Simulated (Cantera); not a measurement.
Source: NASA polynomial tables (part measured, part estimated), evaluated in Cantera. Values are per mole of reaction as written; species without (g) are pure solids or liquids, kept so even where they would boil at 1 bar.

2 H2(g) + TaO2(g) = Ta + 2 H2O(g)

```csv
T (K),ΔH° (kJ),ΔS° (J/K),ΔG° (kJ),log10 K
550,___,___,___,___
625,___,___,___,___
700,-287.4,-132.2,-194.9,14.54
775,-288.1,-133.2,-184.9,12.46
850,___,___,___,___
925,-289.3,-134.6,-164.8,9.31
1000,___,___,___,___
```

Problem. Complete the blanks.

Solution. 
- 550, ΔH° (kJ): -285.7
- 550, ΔS° (J/K): -129.5
- 550, ΔG° (kJ): -214.5
- 550, log10 K: 20.37
- 625, ΔH° (kJ): -286.6
- 625, ΔS° (J/K): -131.0
- 625, ΔG° (kJ): -204.7
- 625, log10 K: 17.11
- 850, ΔH° (kJ): -288.8
- 850, ΔS° (J/K): -134.0
- 850, ΔG° (kJ): -174.9
- 850, log10 K: 10.75
- 1000, ΔH° (kJ): -289.8
- 1000, ΔS° (J/K): -135.1
- 1000, ΔG° (kJ): -154.7
- 1000, log10 K: 8.08
